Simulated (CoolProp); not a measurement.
Vapour-liquid equilibrium of n-heptane (1) + n-dodecane (2) at 0.0423 MPa; x and y are mole fractions of (1).

The numbers come from the multi-fluid Helmholtz-energy mixture model, Span 2003 and Lemmon 2004; pair parameters Bell 2016 in CoolProp.

```tsv
x	bubble temperature, mixture model (K)	bubble temperature, Raoult's law (K)	y, mixture model	y, Raoult's law
0.05	436.0	432.3	0.467	0.536
0.125	413.0	409.3	…	0.808
0.2	396.9	394.6	0.888	0.901
0.275	…	384.2	…	0.942
0.35	…	376.4	0.962	0.964
0.425	370.1	370.1	…	0.976
0.5	364.7	365.0	…	0.984
0.575	…	360.7	0.989	0.989
0.65	356.6	356.9	0.992	0.993
0.725	353.5	353.7	0.995	0.995
0.8	350.7	350.8	0.997	0.997
0.875	348.2	348.2	0.998	0.998
0.95	345.8	345.8	0.999	0.999
```

### Question
What belongs in the gaps?

### Answer

- 0.125, y, mixture model: 0.773
- 0.275, bubble temperature, mixture model (K): 385.4
- 0.275, y, mixture model: 0.937
- 0.35, bubble temperature, mixture model (K): 376.8
- 0.425, y, mixture model: 0.975
- 0.5, y, mixture model: 0.983
- 0.575, bubble temperature, mixture model (K): 360.3

The largest gap from Raoult's law is +3.7 K in bubble temperature, at x = 0.125. No azeotrope shows between x = 0.05 and 0.95.

The pair parameters rest on a limited set of measurements; away from them the model extrapolates. The gap from Raoult's law changes sign with composition, which may be real or a fault of the pair parameters; it wasn't checked against measurements.
